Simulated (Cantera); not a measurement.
Input: 1 mol SiH₂Cl₂, 0.036 mol Cl₂, 46 mol H₂, at 100000 Pa.

Method: chemical equilibrium by Gibbs-energy minimisation in Cantera with the NASA 1993 tables (ideal gas, pure condensed phases). Candidate condensed phases: Si; 19 gas species. Kinetics and transport are ignored.

Over these rows the condensed part is Si(s). Partial pressures as log10 of bar:

```
T (K)  1000/T (1/K)  log p SiCl₂  log p H₂  log p HCl
-----  ------------  -----------  --------  ---------
825          1.2121        -6.00     -0.01      -3.03
975          1.0256        -4.47     -0.01      -2.34
1125         0.8889        -3.42     -0.01      -1.88
1275         0.7843            ?     -0.01      -1.60
1425         0.7018        -2.49     -0.02      -1.49
1575         0.6349        -2.39     -0.02      -1.47
```

### Question
Fit log p(SiCl₂) = a + b·(1000/T) to the five rows, give the apparent enthalpy, and predict the row at 1275 K.

### Answer
Means: 1000/T = 0.8927, log p = -3.754. Sxy = -1.406735, Sxx = 0.2225969, so b = -6.32 and a = -3.754 − (-6.32)×0.8927 = 1.89.
Apparent enthalpy: −19.145 × (-6.32) = 121 kJ/mol. With the condensed phases at unit activity, Si(s) + 2 HCl(g) = SiCl₂(g) + H₂(g) links this pressure to the main gases: over the six rows their terms move log p by +3.13 in all, so the slope isn't that reaction's ΔH° alone. The five rows lie within 0.31 of the line; that is curvature, so one enthalpy describes this range poorly.
Prediction at 1275 K: 1.89 + (-6.32)×0.7843 = -3.07. The computed value is -2.77, 0.30 from the line.
